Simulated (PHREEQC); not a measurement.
PHREEQC input (Pitzer model, pitzer.dat):

```
SOLUTION 1
  temp 30
  units mol/kgw
  pH 7 charge
  Cl 0.37
  K 0.884
  C(4) 0.26
  S(6) 0.012
END
USE solution 1
INCREMENTAL_REACTIONS false
REACTION 1
  H2O -1
  0 9.886 18.011 24.689 30.178 34.689 38.397 41.444
  43.949 46.007 47.699 49.089 50.232 51.172 51.944 52.578
  53.1 moles
EQUILIBRIUM_PHASES 1
  Arcanite 0 0
  Kalicinite 0 0
  Misenite 0 0
  Sylvite 0 0
SELECTED_OUTPUT 1
  -reset false
  -pH true
  -pe true
  -ionic_strength true
  -water true
  -activities H2O
  -totals C Cl K S
  -molalities H+ K+ Cl- CO3-2 SO4-2 OH- HCO3- CO2 HSO4-
  -equilibrium_phases Arcanite Kalicinite Misenite Sylvite
PRINT
  -reset false
END
```

Selected output (columns that matter, 13 of 17 rows; water left (kg) added in front):

```
water left (kg)	pH	mu	C	Cl	K	S	m_H+	m_K+	m_Cl-	m_CO3-2	m_SO4-2	la_H2O	Arcanite	Sylvite
1	10.545	1.1253	0.26	0.37	0.884	0.012	5.7875e-11	0.884	0.37	0.22931	0.012	-0.010061	0	0
0.821897	10.524	1.3694	0.31634	0.45018	1.0756	0.0146	6.2846e-11	1.0756	0.45018	0.2792	0.0146	-0.012235	0	0
0.55521	10.488	2.0275	0.46829	0.66641	1.5922	0.021613	7.2658e-11	1.5922	0.66641	0.41372	0.021613	-0.018222	0	0
0.456321	10.475	2.4671	0.56977	0.81083	1.9372	0.026297	7.6671e-11	1.9372	0.81083	0.50354	0.026297	-0.022359	0	0
0.375052	10.468	3.0018	0.69324	0.98653	2.357	0.031996	7.925e-11	2.357	0.98653	0.61281	0.031996	-0.027574	0	0
0.253356	10.481	4.444	1.0262	1.4604	3.4892	0.047364	7.6851e-11	3.4892	1.4604	0.90747	0.047364	-0.042817	0	0
0.208226	10.509	5.4073	1.2486	1.7769	4.2454	0.05763	7.0454e-11	4.2454	1.7769	1.1043	0.05763	-0.054053	0	0
0.171149	10.557	6.5733	1.5191	2.1619	5.1614	0.068298	6.0517e-11	5.1614	2.1619	1.3436	0.068298	-0.068879	0.00031076	0
0.115624	10.716	9.2962	2.2487	2.9818	7.2781	0.029188	4.2407e-11	7.2781	2.9818	1.989	0.029188	-0.10864	0.0086252	0.025226
0.0950323	10.81	10.264	2.7359	2.6185	7.8208	0.023073	4.326e-11	7.8208	2.6185	2.42	0.023073	-0.11867	0.0098073	0.12115
0.0780973	10.922	11.484	3.3292	2.2129	8.5215	0.017181	4.2882e-11	8.5215	2.2129	2.9448	0.017181	-0.13285	0.010658	0.19718
0.0527669	11.224	15.002	4.9273	1.3347	10.636	0.007367	3.5361e-11	10.636	1.3347	4.3586	0.007367	-0.18276	0.011611	0.29957
0.0433626	11.425	17.534	5.9959	0.91794	12.226	0.0040151	2.7425e-11	12.226	0.91794	5.304	0.0040151	-0.22627	0.011826	0.3302
```
